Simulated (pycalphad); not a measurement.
All values are pycalphad results on the COST 507 light-alloy database (1999) (1 atm), not direct measurements. These are 1990s assessments: newer ones move some temperatures and phases. Phase fractions are per mole of atoms.

Q: Give the equilibrium state of Si-0.85Y (at.%) at 677 °C.

A: 
```
T = 950.00 K, P = 101325 Pa, N = 1 mol of atoms
G = -29884 J/mol, H = 13795 J/mol, S = 45.98 J/(mol K)  (SER reference)
chemical potentials (J/mol): Si -28049, Y -243917
phase             fraction      x(Si)       x(Y)
DIAMOND_A4          0.9745     1.0000       none
SI2Y_R              0.0255     0.6667     0.3333
```

Q: Give the equilibrium state of Si-0.85Y (at.%) at 1377 °C.

A: 
```
T = 1650.00 K, P = 101325 Pa, N = 1 mol of atoms
G = -68425 J/mol, H = 44513 J/mol, S = 68.45 J/(mol K)  (SER reference)
chemical potentials (J/mol): Si -65936, Y -358824
phase             fraction      x(Si)       x(Y)
DIAMOND_A4          0.7815     1.0000       none
LIQUID              0.2185     0.9611     0.0389
```

Database names, with the compositions (at.%) that they take in these runs: SI2Y_R: Si 67 Y 33. DIAMOND_A4 is diamond (Si). An entry "none" or "no" means that the model of the phase leaves that element out.
